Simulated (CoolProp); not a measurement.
n-perfluorobutane along the isobar 505 kPa: density (kg/m³) from the reference equation and from simpler models built on Tc = 386.3 K, pc = 2322 kPa, ω = 0.372; each cubic takes its own stable root.

Values from CoolProp's reference Helmholtz-energy equation of state, Gao 2022.

```json
[
 {"T (K)": "206.7", "phase": "liquid", "reference": "1819", "van der Waals": "1109", "Redlich-Kwong": "1641", "Peng-Robinson": "1916"},
 {"T (K)": "224.6", "phase": "liquid", "reference": "1758", "van der Waals": "1078", "Redlich-Kwong": "1588", "Peng-Robinson": "1868"},
 {"T (K)": "242.6", "phase": "liquid", "reference": "1697", "van der Waals": "1043", "Redlich-Kwong": "1530", "Peng-Robinson": "1813"},
 {"T (K)": "260.5", "phase": "liquid", "reference": "1636", "van der Waals": "1006", "Redlich-Kwong": "1467", "Peng-Robinson": "1751"},
 {"T (K)": "278.4", "phase": "liquid", "reference": "1572", "van der Waals": "62.12", "Redlich-Kwong": "1396", "Peng-Robinson": "1680"},
 {"T (K)": "296.3", "phase": "liquid", "reference": "1505", "van der Waals": "56.61", "Redlich-Kwong": "1316", "Peng-Robinson": "1597"},
 {"T (K)": "314.2", "phase": "liquid", "reference": "1431", "van der Waals": "52.16", "Redlich-Kwong": "54.17", "Peng-Robinson": "1497"},
 {"T (K)": "332.2", "phase": "gas", "reference": "50.25", "van der Waals": "48.44", "Redlich-Kwong": "49.77", "Peng-Robinson": "51.08"},
 {"T (K)": "350.1", "phase": "gas", "reference": "46.34", "van der Waals": "45.31", "Redlich-Kwong": "46.20", "Peng-Robinson": "47.06"},
 {"T (K)": "368", "phase": "gas", "reference": "43.16", "van der Waals": "42.60", "Redlich-Kwong": "43.21", "Peng-Robinson": "43.77"},
 {"T (K)": "385.9", "phase": "gas", "reference": "40.50", "van der Waals": "40.22", "Redlich-Kwong": "40.64", "Peng-Robinson": "41.01"}
]
```

At some of these states van der Waals, Redlich-Kwong gives the other phase, because its saturation line lies elsewhere.
